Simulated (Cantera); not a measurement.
# Equilibrium for oxide etching and cleaning by halides: MgO + HF + N2

A closed system holds: 1 mol MgO, 5.3 mol HF, 0.65 mol N2, held at 0.0190 bar.

Equilibrium computed with Cantera from the NASA thermochemical tables; the gas is ideal and each condensed phase is pure. Candidate condensed phases: H2O, Mg, MgF2, MgO, Mg(OH)2; 50 gas species. Mutual solubility and eutectic melting of coexisting phases are not modelled. Rates play no part.

| T (K) | x HF | x H2O | x N2 | x MgF2 | x H2 | n MgF2(s) | n MgO(s) | n MgF2(l) |
|---|---|---|---|---|---|---|---|---|
| 1075 | 0.667 | 0.202 | 0.131 | 1.90e-8 | 1.31e-6 | 1.00 | 0 | 0 |
| 1150 | 0.667 | 0.202 | 0.131 | 3.05e-7 | 4.41e-6 | 1.000 | 0 | 0 |
| 1225 | 0.667 | 0.202 | 0.131 | 3.44e-6 | 1.28e-5 | 1.000 | 0 | 0 |
| 1300 | 0.667 | 0.202 | 0.131 | 2.91e-5 | 3.30e-5 | 1.000 | 0 | 0 |
| 1375 | 0.667 | 0.202 | 0.131 | 0.000193 | 7.67e-5 | 0.999 | 0 | 0 |
| 1450 | 0.666 | 0.202 | 0.131 | 0.00104 | 0.000164 | 0.995 | 0 | 0 |
| 1525 | 0.757 | 0.116 | 0.121 | 0.00473 | 0.000225 | 0.598 | 0.377 | 0 |
| 1600 | 0.797 | 0.0715 | 0.115 | 0.0154 | 0.000304 | 0 | 0.595 | 0.318 |
| 1675 | 0.803 | 0.0440 | 0.109 | 0.0433 | 0.000388 | 0 | 0.736 | 0.00695 |
| 1750 | 0.781 | 0.0538 | 0.109 | 0.0546 | 0.000742 | 0 | 0.675 | 0 |
| 1825 | 0.757 | 0.0648 | 0.109 | 0.0663 | 0.00135 | 0 | 0.605 | 0 |
| 1900 | 0.731 | 0.0762 | 0.109 | 0.0789 | 0.00231 | 0 | 0.529 | 0 |
x: gas mole fraction; n: condensed amount in mol.

From 1075 K to 1450 K the condensed part is MgF2(s). At 1525 K the condensed part is MgF2(s) + MgO(s). From 1600 K to 1675 K the condensed part is MgF2(l) + MgO(s). From 1750 K to 1900 K the condensed part is MgO(s). The main Mg-bearing gas is MgF2 throughout.
